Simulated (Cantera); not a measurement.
A freely propagating, adiabatic, planar premixed flame of 37.1 % H2, 13.2 % O2, 49.7 % N2, equivalence ratio 1.4, unburnt at 723 K and 10.0 bar; mixture-averaged transport, grid criteria slope 0.08 and curve 0.16, no radiation.

Model: the H2/O2 subset of GRI-Mech 3.0, which has no nitrogen chemistry, integrated in Cantera. The hydrogen kinetics of GRI-Mech 3.0 are dated; newer H2 mechanisms differ, most at raised pressure. Burning velocities carry a grid error of a few per cent, more on coarse grids.

x: mole fraction of selected species; z is measured from the peak of heat release.

```json
[
 {"z (mm)": "-0.0770", "T (K)": "723", "u (m/s)": "12.1", "x H2": "0.371", "x O2": "0.132", "x H": "<1e-8", "x O": "<1e-8", "x OH": "<1e-8", "x H2O": "<1e-8"},
 {"z (mm)": "-0.0513", "T (K)": "723", "u (m/s)": "12.1", "x H2": "0.371", "x O2": "0.132", "x H": "<1e-8", "x O": "<1e-8", "x OH": "<1e-8", "x H2O": "1.84e-8"},
 {"z (mm)": "-0.0385", "T (K)": "723", "u (m/s)": "12.1", "x H2": "0.371", "x O2": "0.132", "x H": "<1e-8", "x O": "<1e-8", "x OH": "<1e-8", "x H2O": "1.71e-7"},
 {"z (mm)": "-0.0257", "T (K)": "724", "u (m/s)": "12.1", "x H2": "0.370", "x O2": "0.132", "x H": "5.07e-8", "x O": "[?]", "x OH": "<1e-8", "x H2O": "5.58e-6"},
 {"z (mm)": "-0.0128", "T (K)": "768", "u (m/s)": "12.7", "x H2": "0.359", "x O2": "0.133", "x H": "0.000175", "x O": "[?]", "x OH": "7.76e-5", "x H2O": "0.00201"},
 {"z (mm)": "-0.00642", "T (K)": "1046", "u (m/s)": "16.7", "x H2": "0.317", "x O2": "0.125", "x H": "0.00477", "x O": "[?]", "x OH": "0.00128", "x H2O": "0.0292"},
 {"z (mm)": "0", "T (K)": "1507", "u (m/s)": "23.3", "x H2": "0.233", "x O2": "0.0888", "x H": "0.0240", "x O": "[?]", "x OH": "0.00409", "x H2O": "0.110"},
 {"z (mm)": "0.00642", "T (K)": "1844", "u (m/s)": "28.1", "x H2": "0.159", "x O2": "0.0417", "x H": "0.0429", "x O": "0.00497", "x OH": "0.00878", "x H2O": "0.199"},
 {"z (mm)": "0.0128", "T (K)": "2024", "u (m/s)": "30.6", "x H2": "0.126", "x O2": "0.0178", "x H": "0.0478", "x O": "0.00485", "x OH": "0.0121", "x H2O": "0.243"},
 {"z (mm)": "0.0257", "T (K)": "2193", "u (m/s)": "32.9", "x H2": "0.113", "x O2": "0.00581", "x H": "0.0416", "x O": "[?]", "x OH": "0.0138", "x H2O": "0.267"},
 {"z (mm)": "0.0513", "T (K)": "2342", "u (m/s)": "34.8", "x H2": "0.114", "x O2": "0.00263", "x H": "0.0299", "x O": "[?]", "x OH": "0.0125", "x H2O": "0.279"},
 {"z (mm)": "0.103", "T (K)": "2460", "u (m/s)": "36.2", "x H2": "0.115", "x O2": "0.00130", "x H": "0.0197", "x O": "[?]", "x OH": "0.00971", "x H2O": "0.288"},
 {"z (mm)": "0.205", "T (K)": "2542", "u (m/s)": "37.2", "x H2": "0.116", "x O2": "0.000566", "x H": "0.0124", "x O": "[?]", "x OH": "0.00680", "x H2O": "0.295"}
]
```

What belongs in the gaps?


- -0.0257, x O: 2.47e-8
- -0.0128, x O: 1.74e-5
- -0.00642, x O: 0.000471
- 0, x O: 0.00304
- 0.0257, x O: 0.00377
- 0.0513, x O: 0.00226
- 0.103, x O: 0.00111
- 0.205, x O: 0.000475
